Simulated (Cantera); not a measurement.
Feed: 1 mol SiH4, 0.41 mol O2, 10 mol H2, equilibrated at 2123.15 K and 0.133 bar.

Equilibrium computed with Cantera from the NASA thermochemical tables; the gas is ideal and each condensed phase is pure. Candidate condensed phases: H2O, Si, SiO2; 18 gas species. Gases not in the tables: Si2H6 and higher silanes. Kinetics and transport are ignored.

Base state: H2 0.925, SiO 0.0636, H 0.00946, Si 0.00128, SiH 0.000232, SiH2 0.000190, Si2 1.75e-5 (mole fractions); condensed: Si(l).

Problem. What changes in the equilibrium state with this change: O2 from 0.41 to 0.64 mol?

Solution. 
| species | before | after |
|---|---|---|
| H2 | 0.925 | 0.893 |
| SiO | 0.0636 | 0.0766 |
| H2O | 4.01e-6 | 0.0214 |
| Si2 | 1.75e-5 | <1e-9 |
| OH | 5.07e-9 | 2.76e-5 |
| SiH2 | 0.000190 | 3.99e-8 |
| SiH | 0.000232 | 4.95e-8 |
| Si | 0.00128 | 2.78e-7 |
| Si(l), mol | 0.158 | 0 |

Problem. What changes in the equilibrium state with this change: temperature from 2123.15 K to 1173.15 K?

Solution. 
| species | before | after |
|---|---|---|
| H2 | 0.925 | 1.000 |
| SiO | 0.0636 | 1.82e-6 |
| H | 0.00946 | 3.24e-7 |
| Si | 0.00128 | <1e-9 |
| SiH | 0.000232 | <1e-9 |
| Si(l), mol | 0.158 | 0 |
| Si(s), mol | 0 | 0.590 |
| SiO2(β-quartz), mol | 0 | 0.410 |
Mutual solubility and eutectic melting of coexisting phases are not modelled. The tables hold silica as quartz up to 1696 K and as liquid above; real silica turns to tridymite and cristobalite and melts near 1996 K.
